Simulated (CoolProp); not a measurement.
The numbers come from the reference Helmholtz-energy equation of state, Gao 2020 in CoolProp.

**Question.** Give the vapour pressure (kPa), liquid density (kg/m³), vapour density (kg/m³), enthalpy of vaporisation (kJ/kg) of saturated ammonia at 223.6, 249.3, 269.9 K.

**Answer.** 
| T (K) | p (kPa) | liquid density (kg/m³) | vapour density (kg/m³) | enthalpy of vaporisation (kJ/kg) |
|---|---|---|---|---|
| 223.6 | 41.9 | 701 | 0.390 | 1420 |
| 249.3 | 160 | 670 | 1.36 | 1340 |
| 269.9 | 380 | 643 | 3.08 | 1270 |
